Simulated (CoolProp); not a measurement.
50 sccm (0 °C, 1 atm) of nitrogen bubbles through liquid o-xylene at 321.9 K and leaves saturated at a total pressure of 0.00865 MPa (ideal gas phase). Each further row changes one setting.

The numbers come from the reference Helmholtz-energy equation of state, Zhou 2012 in CoolProp.

| case | vapour pressure (kPa) | mole fraction of vapour | delivery (mg/min) | delivery (sccm) | change of delivery for a bath 1 K warmer (%) |
|---|---|---|---|---|---|
| as stated | 3.21 | 0.371 | 140 | 29.5 | 8.2 |
| bath temperature 326.9 K | 4.09 | ___ | ___ | ___ | 9.6 |
| total pressure 0.0173 MPa | 3.21 | 0.186 | 54.0 | ___ | 6.2 |

Problem. What belongs in the gaps?

Solution. 
- bath temperature 326.9 K, mole fraction of vapour: 0.472
- bath temperature 326.9 K, delivery (mg/min): 212
- bath temperature 326.9 K, delivery (sccm): 44.7
- total pressure 0.0173 MPa, delivery (sccm): 11.4
